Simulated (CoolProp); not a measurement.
Vapour-liquid equilibrium of hydrogen sulfide (1) + n-heptane (2) at 320.1 K; x and y are mole fractions of (1).

Computed with CoolProp (multi-fluid Helmholtz-energy mixture model, Lemmon 2006 and Span 2003; pair parameters Kunz 2012).

| x | bubble pressure (bar) | y at the bubble point | dew pressure at overall composition x (bar) | liquid density (mol/L) |
|---|---|---|---|---|
| 0.05 | 2.013 | 0.917 | 0.1752 | 6.766 |
| 0.125 | 4.881 | 0.965 | 0.1904 | 7.088 |
| 0.2 | 7.703 | 0.978 | 0.2084 | 7.490 |
| 0.275 | 10.37 | 0.983 | 0.2301 | 7.982 |
| 0.35 | 12.85 | 0.987 | 0.2567 | 8.574 |
| 0.425 | 15.16 | 0.989 | 0.2903 | 9.283 |
| 0.5 | 17.34 | 0.990 | 0.3339 | 10.13 |
| 0.575 | 19.47 | 0.992 | 0.3929 | 11.13 |
| 0.65 | 21.60 | 0.993 | 0.4771 | 12.33 |
| 0.725 | 23.78 | 0.994 | 0.6074 | 13.75 |
| 0.8 | 26.05 | 0.995 | 0.8355 | 15.41 |
| 0.875 | 28.47 | 0.997 | 1.339 | 17.33 |
| 0.95 | 31.17 | 0.998 | 3.371 | 19.48 |

No azeotrope shows between x = 0.05 and 0.95.

The pair parameters rest on a limited set of measurements; away from them the model extrapolates. The gap from Raoult's law changes sign with composition, which may be real or a fault of the pair parameters; it wasn't checked against measurements.
